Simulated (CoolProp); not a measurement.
The fluid at 337.81 K and 2.35 MPa is compressed adiabatically to 18.2 MPa with isentropic efficiency 0.8. The same conditions are run with several fluids, on thermodynamics alone (safety and materials aside).

The numbers come from the reference Helmholtz-energy equation of state of each fluid (carbonyl sulfide: Lemmon 2006; ethane: Bücker 2006; hydrogen chloride: Thol 2018; R410A: Lemmon 2003) in CoolProp. Blends and air are pseudo-pure fits.

### Question
Rank carbonyl sulfide, ethane, hydrogen chloride, R410A by work (kJ/kg), highest first.

### Answer
hydrogen chloride (246), ethane (233), carbonyl sulfide (111), R410A (83.1)

```json
[
 {"fluid": "carbonyl sulfide", "final temperature (K)": "547.1", "final density (kg/m³)": "312"},
 {"fluid": "ethane", "final temperature (K)": "484.9", "final density (kg/m³)": "159"},
 {"fluid": "hydrogen chloride", "final temperature (K)": "668.1", "final density (kg/m³)": "124"},
 {"fluid": "R410A", "final temperature (K)": "480.4", "final density (kg/m³)": "444"}
]
```
